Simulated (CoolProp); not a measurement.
Vapour-liquid equilibrium of R113 (1) + benzene (2) at 43.15 °C; x and y are mole fractions of (1).

Model: multi-fluid Helmholtz-energy mixture model, Marx 1992 and Thol 2012; pair parameters Bell 2016, in CoolProp.

Problem. Give the bubble pressure and the first vapour's composition at x = 0.35, 0.65, 0.8. Is there an azeotrope?

Solution. x = 0.35: 0.05876 MPa, y = 0.658; x = 0.65: 0.07291 MPa, y = 0.820; x = 0.8: 0.07916 MPa, y = 0.894. No azeotrope shows between x = 0.05 and 0.95.

The pair parameters rest on a limited set of measurements; away from them the model extrapolates.
